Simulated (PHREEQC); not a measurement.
Dissolve 0.0045 mol NiSO4, 0.0031 mol NaCl and 0.049 mol H2SO4 per kg of water at 3.1 °C. Closed to the air; pH follows from the charge balance.

All values are PHREEQC results (ion-association model, wateq4f.dat), not measurements.

Each row changes one thing in this solution. This is a speciation only: nothing precipitates in the calculation.

```
case                                                      pH  ionic strength (mol/kgw)  HSO4- (mol/kgw)  SO4-2 (mol/kgw)
------------------------------------------------  ----------  ------------------------  ---------------  ---------------
as made                                                 1.26                    0.0969           0.0327           0.0193
diluted 5-fold with water                               1.85                    0.0251          0.00382          0.00665
temperature from 3.1 to 80 °C                           1.38                    0.0709           0.0469          0.00575
0.00073 mol/kgw LiNO3 added                             1.26                    0.0976           0.0327           0.0193
NaCl replaced by KCl at the same molality               1.26                    0.0969           0.0327           0.0193
NiSO4 left out                                          1.25                (withheld)           0.0313           0.0176
0.00081 mol/kgw NaHSO4 added                            1.26                (withheld)           0.0332       (withheld)
H2SO4 replaced by Fe2(SO4)3 at the same molality  (withheld)                (withheld)          0.00250           0.0412
```

**Question.** Fill in the missing entries.

**Answer.** 
- NiSO4 left out, ionic strength (mol/kgw): 0.0872
- 0.00081 mol/kgw NaHSO4 added, ionic strength (mol/kgw): 0.0982
- 0.00081 mol/kgw NaHSO4 added, SO4-2 (mol/kgw): 0.0196
- H2SO4 replaced by Fe2(SO4)3 at the same molality, pH: 2.65
- H2SO4 replaced by Fe2(SO4)3 at the same molality, ionic strength (mol/kgw): 0.178

Species that the database lacks are ignored. Some of these states are supersaturated (in Jarosite-Na, Hematite (slow to form), for instance). At this temperature some constants are extrapolated from 25 °C, and those without enthalpy data are left unchanged.
